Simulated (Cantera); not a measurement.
An adiabatic, constant-pressure homogeneous reactor starts with 7.04 % CH3OH, 17.3 % O2, 65.1 % N2, 10.6 % H2O, at 1475 K and 3750 Torr.

Cantera simulation using GRI-Mech 3.0 (53 species, 325 reactions); the numbers are that mechanism's predictions, not measurements. GRI-Mech 3.0 was tuned for natural gas; its chemistry of methanol as a main component is partial and can be far from experiment.

### Question
Predict: time of steepest temperature rise; temperature at 3.00 s; equilibrium temperature; x(O2) at 3.00 s; x(H2O) at 3.00 s; x(NO) at 3.00 s.

### Answer
| Property | Value |
|---|---|
| time of steepest temperature rise | 64.0 µs |
| temperature at 3.00 s | 2474 K |
| equilibrium temperature | 2474 K |
| x(O2) at 3.00 s | 0.0596 (gas-phase equilibrium 0.0596) |
| x(H2O) at 3.00 s | 0.229 (gas-phase equilibrium 0.229) |
| x(NO) at 3.00 s | 0.0104 (gas-phase equilibrium 0.0104) |
